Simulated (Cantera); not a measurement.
# Tantalum, niobium, vanadium and zirconium in process gases: Ta + CO₂ + H₂

Feed: 1 mol Ta, 0.51 mol CO₂, 4.6 mol H₂, at 7.50 Torr.

Cantera equilibrium calculation (NASA polynomials, part measured and part estimated; ideal gas, pure solids and liquids). Candidate condensed phases: C, C₆H₆, C₇H₈, C₈H₁₈, H₂O, Ta, TaC, Ta₂O₅; 113 gas species. Mutual solubility and eutectic melting of coexisting phases are not modelled. TaC: taken at fixed stoichiometry. Condensed phases not in the tables: Ta₂C, N, O or C dissolved in the metal. Equilibrium is a limit: real reactors are often held back by kinetics, nucleation or transport.

From 1623 K to 1823 K the condensed part is Ta(s) + TaC(s) + Ta₂O₅(s). From 1923 K to 2023 K the condensed part is Ta(s) + Ta₂O₅(s). From 2123 K to 2423 K the condensed part is Ta(s) + Ta₂O₅(l). From 2523 K to 2623 K the condensed part is Ta(s). The main Ta-bearing gas is TaO₂ throughout.

```json
[
 {"T (K)": "1623", "x H₂": "0.998", "x H": "0.000691", "x CO": "0.000940", "x TaO₂": "3.02e-8", "x TaO": "6.20e-9", "n Ta(s)": "0.0885", "n TaC(s)": "0.506", "n Ta₂O₅(s)": "0.203", "n Ta₂O₅(l)": "0"},
 {"T (K)": "1723", "x H₂": "0.992", "x H": "0.00182", "x CO": "0.00582", "x TaO₂": "3.77e-7", "x TaO": "7.54e-8", "n Ta(s)": "0.121", "n TaC(s)": "0.483", "n Ta₂O₅(s)": "0.198", "n Ta₂O₅(l)": "0"},
 {"T (K)": "1823", "x H₂": "0.966", "x H": "0.00426", "x CO": "0.0293", "x TaO₂": "3.54e-6", "x TaO": "6.93e-7", "n Ta(s)": "0.278", "n TaC(s)": "0.371", "n Ta₂O₅(s)": "0.175", "n Ta₂O₅(l)": "0"},
 {"T (K)": "1923", "x H₂": "0.891", "x H": "0.00889", "x CO": "0.0993", "x TaO₂": "2.61e-5", "x TaO": "5.03e-6", "n Ta(s)": "0.798", "n TaC(s)": "0", "n Ta₂O₅(s)": "0.101", "n Ta₂O₅(l)": "0"},
 {"T (K)": "2023", "x H₂": "0.881", "x H": "0.0178", "x CO": "0.0989", "x TaO₂": "0.000156", "x TaO": "2.98e-5", "n Ta(s)": "0.800", "n TaC(s)": "0", "n Ta₂O₅(s)": "0.0998", "n Ta₂O₅(l)": "0"},
 {"T (K)": "2123", "x H₂": "0.865", "x H": "0.0334", "x CO": "0.0980", "x TaO₂": "0.000719", "x TaO": "0.000143", "n Ta(s)": "0.800", "n TaC(s)": "0", "n Ta₂O₅(s)": "0", "n Ta₂O₅(l)": "0.0977"},
 {"T (K)": "2223", "x H₂": "0.838", "x H": "0.0586", "x CO": "0.0965", "x TaO₂": "0.00273", "x TaO": "0.000576", "n Ta(s)": "0.798", "n TaC(s)": "0", "n Ta₂O₅(s)": "0", "n Ta₂O₅(l)": "0.0920"},
 {"T (K)": "2323", "x H₂": "0.794", "x H": "0.0970", "x CO": "0.0938", "x TaO₂": "0.00915", "x TaO": "0.00205", "n Ta(s)": "0.789", "n TaC(s)": "0", "n Ta₂O₅(s)": "0", "n Ta₂O₅(l)": "0.0753"},
 {"T (K)": "2423", "x H₂": "0.722", "x H": "0.151", "x CO": "0.0888", "x TaO₂": "0.0275", "x TaO": "0.00654", "n Ta(s)": "0.754", "n TaC(s)": "0", "n Ta₂O₅(s)": "0", "n Ta₂O₅(l)": "0.0257"},
 {"T (K)": "2523", "x H₂": "0.643", "x H": "0.223", "x CO": "0.0840", "x TaO₂": "0.0337", "x TaO": "0.0127", "n Ta(s)": "0.718", "n TaC(s)": "0", "n Ta₂O₅(s)": "0", "n Ta₂O₅(l)": "0"},
 {"T (K)": "2623", "x H₂": "0.556", "x H": "0.314", "x CO": "0.0793", "x TaO₂": "0.0285", "x TaO": "0.0196", "n Ta(s)": "0.690", "n TaC(s)": "0", "n Ta₂O₅(s)": "0", "n Ta₂O₅(l)": "0"}
]
```
x: gas mole fraction; n: condensed amount in mol.
